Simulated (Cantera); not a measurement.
What does this Cantera script print?

```python
import numpy as np
import cantera as ct

gas_names = """
    AL ALC ALN AL2 C CN C2 CCN CNC C2N2 C3 C4 C4N2 C5 N N2
""".split()
cond_names = """
    AL(cr) AL(L) ALN(s) C(gr)
""".split()


# ... load() reads the species with a 1 bar reference pressure and builds the phases ...
atoms = {
    'AlN': {'AL': 1, 'N': 1},
    'C': {'C': 1},
    'N2': {'N': 2},
}
top_T = {'ALN(s)': 2750, 'C(gr)': 4500}  # K; cautious upper limits of use, not melting points


# ... equilibrate(T, P, feed) seeds the gas with the atoms and calls Mixture.equilibrate('TP', solver="vcs", rtol=1e-11, max_steps=5000) ...
results = []
feed = {'AlN': 1, 'C': 0.68, 'N2': 1.8}  # mol
T = 2475  # K
P = 35000  # Pa
mix = equilibrate(T, P, feed)
results.append((T, P, feed, dict(zip(mix.species_names, mix.species_moles))))
print(gas.report(threshold=1e-06))
for i in range(1, mix.n_phases):
    print(f"{mix.phase(i).name:16s} {mix.phase_moles(i):12.5e} mol")
```

It prints:

```
       temperature   2475 K
          pressure   35000 Pa
           density   0.047398 kg/m^3
  mean mol. weight   27.868 kg/kmol
   phase of matter   gas

                          1 kg             1 kmol
                     ---------------   ---------------
          enthalpy        4.2789e+06        1.1924e+08  J
   internal energy        3.5405e+06        9.8666e+07  J
           entropy            9488.4        2.6442e+05  J/K
    Gibbs function       -1.9205e+07       -5.3519e+08  J
 heat capacity c_p              1230             34278  J/K
 heat capacity c_v            931.67             25964  J/K

                      mass frac. Y      mole frac. X     chem. pot. / RT
                     ---------------   ---------------   ---------------
                AL            0.1464           0.15121           -9.8278
               ALC        2.2291e-06        1.5931e-06           -13.067
               AL2        0.00063802        0.00032949           -19.656
                CN        0.00012145        0.00013009           -17.687
              C2N2        0.00010571        5.6614e-05           -35.374
                N2           0.85273           0.84827           -28.895
     [  +10 minor]        2.2974e-06        2.0644e-06

AL(L)             0.00000e+00 mol
ALN(s)            6.46108e-01 mol
C(gr)             6.79420e-01 mol
```

Equilibrium computed with Cantera from the NASA thermochemical tables; the gas is ideal and each condensed phase is pure.
